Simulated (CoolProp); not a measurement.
Vapour-liquid equilibrium of C3F8 (R218) (1) + c-C4F8 (RC318) (2) at -12.65 °C; x and y are mole fractions of (1).

Model: multi-fluid Helmholtz-energy mixture model, Lemmon 2006 and Platzer 1990; pair parameters Bell 2016, in CoolProp. This equation is an older, rougher fit; its heat capacities, sound speeds and derivatives of the liquid may be far off and weren't checked against measurements.

```csv
x,"bubble pressure, mixture model (bar)","bubble pressure, Raoult's law (bar)","y, mixture model","y, Raoult's law"
0.05,0.7884,0.8584,0.083,0.157
0.15,0.8695,1.051,0.266,0.384
0.25,0.9912,1.243,0.446,0.540
0.35,1.153,1.436,0.601,0.655
0.45,1.349,1.629,0.724,0.743
0.55,1.573,1.821,0.815,0.812
0.65,1.814,2.014,0.881,0.868
0.75,2.064,2.206,0.929,0.914
0.85,2.316,2.399,0.964,0.952
0.95,2.565,2.591,0.989,0.985
```

The largest gap from Raoult's law is -20.3 % in bubble pressure, at x = 0.25. No azeotrope shows between x = 0.05 and 0.95.

Pair parameters are fitted to limited data, so mixtures are less certain than the pure fluids.
